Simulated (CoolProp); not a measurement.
Methane along the isotherm 101 K: Z from the reference equation and from simpler models built on Tc = 190.6 K, pc = 45.99 bar, ω = 0.011; each cubic takes its own stable root.

The numbers come from the reference Helmholtz-energy equation of state, Setzmann 1991 in CoolProp.

| p (bar) | phase | reference |
|---|---|---|
| 30.7 | liquid | 0.1334 |
| 61.3 | liquid | 0.2649 |
| 92 | liquid | 0.3957 |
| 123 | liquid | 0.5265 |
| 153 | liquid | 0.6521 |
| 184 | liquid | 0.7808 |
| 215 | liquid | 0.9085 |
| 245 | liquid | 1.031 |
| 276 | liquid | 1.157 |
| 307 | liquid | 1.282 |
| 337 | liquid | 1.403 |
| 368 | liquid | 1.526 |

### Question
How far does each simpler model (Redlich-Kwong, Soave-Redlich-Kwong, Peng-Robinson) lie from the reference over these 12 states: mean and median of the absolute difference, and the worst?

### Answer
- Redlich-Kwong: mean 1.3 %, median 1.4 %, worst -1.6 % at 101 K and 30.7 bar
- Soave-Redlich-Kwong: mean 0.2 %, median 0.3 %, worst -0.3 % at 101 K and 184 bar
- Peng-Robinson: mean 11.1 %, median 11.1 %, worst -11.3 % at 101 K and 30.7 bar
